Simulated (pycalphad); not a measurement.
An equivalent pycalphad script:

```python
from pycalphad import Database, equilibrium, calculate, variables as v
import numpy as np
db = Database('COST507.tdb')
comps = ['SI', 'Y', 'VA']
phases = ['BCC_A2', 'DIAMOND_A4', 'HCP_A3', 'LIQUID', 'SI2Y_H', 'SI2Y_R', 'SI3Y5', 'SI4Y5', 'SI5Y3_H', 'SI5Y3_R', 'SIY']
eq = equilibrium(db, comps, phases, {v.X('Y'): 0.0727, v.T: np.arange(2450, 499, -50), v.P: 101325, v.N: 1}, output=['HM', 'SM'])
```

CALPHAD calculation (pycalphad, COST 507 light-alloy database (1999)), 1 atm. These are 1990s assessments: newer ones move some temperatures and phases. Phase fractions are per mole of atoms. Diffusion is slow at the low end, where real alloys seldom reach equilibrium.

Results at three of the temperatures:

```
T = 1900.00 K, P = 101325 Pa, N = 1 mol of atoms
G = -111327 J/mol, H = 79859 J/mol, S = 100.62 J/(mol K)  (SER reference)
chemical potentials (J/mol): Si -91458, Y -364760
phase             fraction      x(Si)       x(Y)
LIQUID              1.0000     0.9273     0.0727
```

```
T = 1400.00 K, P = 101325 Pa, N = 1 mol of atoms
G = -66945 J/mol, H = 12301 J/mol, S = 56.60 J/(mol K)  (SER reference)
chemical potentials (J/mol): Si -51222, Y -267494
phase             fraction      x(Si)       x(Y)
DIAMOND_A4          0.7819     1.0000       none
SI2Y_R              0.2181     0.6667     0.3333
```

```
T = 1250.00 K, P = 101325 Pa, N = 1 mol of atoms
G = -58690 J/mol, H = 8073 J/mol, S = 53.41 J/(mol K)  (SER reference)
chemical potentials (J/mol): Si -42985, Y -259013
phase             fraction      x(Si)       x(Y)
DIAMOND_A4          0.7819     1.0000       none
SI2Y_R              0.2181     0.6667     0.3333
```

Changes of the phase set, refined by bisection:

| T (K) | phases above | phases below |
|---|---|---|
| 1593.4 | LIQUID | DIAMOND_A4 + LIQUID |
| 1485.3 | DIAMOND_A4 + LIQUID | DIAMOND_A4 + SI2Y_R |

Database names, with the compositions (at.%) that they take in these runs: SI2Y_R: Si 67 Y 33. DIAMOND_A4 is diamond (Si). An entry "none" or "no" means that the model of the phase leaves that element out.
